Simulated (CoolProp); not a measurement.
The numbers come from the reference Helmholtz-energy equation of state, Lemmon 2006 in CoolProp. It is a short technical equation, of lower accuracy than the large ones.

For acetone, give the phase and the speed of sound (m/s), isothermal compressibility (1/MPa), expansivity (1/kK), fugacity coefficient at 550 K and 3280 kPa.


- 550 K and 3280 kPa: gas; speed of sound 237, isothermal compressibility 0.404, expansivity 4.22, fugacity coefficient 0.805
